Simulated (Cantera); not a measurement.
## Thermodynamics of silicon etching in halogen gases, feed Si + HF + Cl2 + H2

Input: 1 mol Si, 2.3 mol HF, 4.6 mol Cl2, 0.0012 mol H2, at 1000 Pa.

These are equilibrium values from Cantera (NASA tables, ideal gas, pure condensed phases), not measurements of a reactor. Candidate condensed phases: Si; 37 gas species. The tables' values for SiCl3, SiF3 are old estimates; treat these amounts as uncertain. Kinetics and transport are ignored.

From 1050 K to 1550 K nothing is condensed. The main Si-bearing gas is SiF4 throughout.

```
T (K)  log p Cl2  log p HCl  log p Cl  log p SiF4  log p SiCl4  log p HF  log p SiCl3  log p SiF3
-----  ---------  ---------  --------  ----------  -----------  --------  -----------  ----------
1050       -2.36      -2.41     -4.28       -3.01        -3.14     -5.23       -10.47      -11.28
1100       -2.36      -2.41     -4.00       -3.01        -3.14     -5.10        -9.86      -10.63
1150       -2.37      -2.41     -3.75       -3.02        -3.14     -4.98        -9.31      -10.03
1200       -2.38      -2.42     -3.51       -3.02        -3.15     -4.88        -8.80       -9.48
1250       -2.39      -2.42     -3.30       -3.02        -3.15     -4.78        -8.33       -8.98
1300       -2.41      -2.43     -3.11       -3.03        -3.16     -4.69        -7.89       -8.51
1350       -2.45      -2.44     -2.94       -3.04        -3.16     -4.61        -7.49       -8.08
1400       -2.49      -2.45     -2.79       -3.05        -3.17     -4.54        -7.11       -7.67
1450       -2.55      -2.46     -2.66       -3.07        -3.19     -4.48        -6.75       -7.29
1500       -2.63      -2.48     -2.55       -3.08        -3.20     -4.43        -6.40       -6.92
1550       -2.73      -2.50     -2.46       -3.10        -3.22     -4.38        -6.07       -6.57
```
log p: log10 of the partial pressure in bar; nothing condenses.
